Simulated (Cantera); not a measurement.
# Gas activation for diamond growth

An isothermal, constant-pressure homogeneous reactor starts with CH₄ : H₂ : N₂ : H₂O = 0.019 : 1 : 0.00048 : 0.069 (molar parts), at 3000 K and 3300 Pa.

Model: GRI-Mech 3.0 (53 species, 325 reactions), integrated in Cantera. Radical loss at walls, strong at low pressure, is not modelled.

```csv
t (s),x CH₄,x H₂,x C₂H,x C₂H₄,x CH₃,x HCN,x C₂H₂
0.000100,0.00805,0.883,7.38e-6,6.87e-5,0.00588,1.42e-8,0.000975
0.000555,0.000763,0.858,5.76e-5,3.81e-6,0.00110,2.63e-7,0.00377
0.00308,3.18e-6,0.819,3.01e-7,1.41e-9,7.65e-6,2.92e-7,1.17e-5
0.0171,3.02e-12,0.659,<1e-12,<1e-12,2.10e-11,2.20e-10,<1e-12
0.0949,<1e-12,0.431,<1e-12,<1e-12,<1e-12,1.20e-10,<1e-12
0.527,<1e-12,0.401,<1e-12,<1e-12,<1e-12,2.08e-10,<1e-12
2.92,<1e-12,0.401,<1e-12,<1e-12,<1e-12,2.08e-10,<1e-12
16.2,<1e-12,0.401,<1e-12,<1e-12,<1e-12,2.08e-10,<1e-12
90.0,<1e-12,0.401,<1e-12,<1e-12,<1e-12,2.08e-10,<1e-12
```
x: mole fraction; the columns are a selection and need not sum to one.

Equilibrium at this temperature and pressure: CH₄ <1e-12, H₂ 0.401, C₂H <1e-12, C₂H₄ <1e-12, CH₃ <1e-12, HCN 2.08e-10, C₂H₂ <1e-12 (gas phase only).
